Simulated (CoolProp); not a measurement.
A single-stage vapour-compression cycle with R407C: evaporating at 262.15 K (dew point), condensing at 322.15 K (bubble point), superheat 10 K, subcooling 2 K, compressor efficiency 0.75, no pressure losses. Each further row changes one setting.

Computed with CoolProp (reference Helmholtz-energy equation of state, Lemmon 2003). It is a pseudo-pure fit of the blend.

```csv
case,cooling COP,pressure ratio,discharge temperature (K),refrigerating effect (kJ/kg),volumetric capacity (kJ/m³)
as stated,2.07,7.04,369.7,141,1780
evaporating temperature 267.15 K,2.35,5.83,?,?,2170
condensing temperature 317.15 K,2.34,6.26,?,149,1890
subcooling 7 K,2.20,7.04,369.7,149,1890
superheat 20 K,?,7.04,380.5,150,1800
compressor efficiency 0.65,1.80,7.04,378.9,141,1780
```

Complete the blanks.


- evaporating temperature 267.15 K, discharge temperature (K): 366.2
- evaporating temperature 267.15 K, refrigerating effect (kJ/kg): 144
- condensing temperature 317.15 K, discharge temperature (K): 363.3
- superheat 20 K, cooling COP: 2.09
